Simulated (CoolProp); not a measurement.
Properties of dodecamethylpentasiloxane (MD3M) at several states.

Values from CoolProp's reference Helmholtz-energy equation of state, Thol 2019.

| T (°C) | p (MPa) | phase | density (kg/m³) | speed of sound (m/s) | Joule-Thomson coefficient (K/MPa) | fugacity coefficient |
|---|---|---|---|---|---|---|
| 238.35 | 0.0769 | gas | 7.513 | 97.97 | 25.11 | 0.9313 |
| 173.35 | 1 | liquid | 724.5 | 538.8 | -0.2337 | 0.02463 |
| 146.85 | 0.358 | liquid | 750.2 | 596.3 | -0.2813 | 0.02592 |
| 218.55 | 0.0727 | gas | 7.464 | 95.06 | 29.89 | 0.9233 |
| 336.65 | 4.92 | liquid | 568.3 | 304.8 | 0.1870 | 0.1864 |
| 100.35 | 0.0174 | liquid | 796.5 | 717.7 | -0.3565 | 0.06812 |
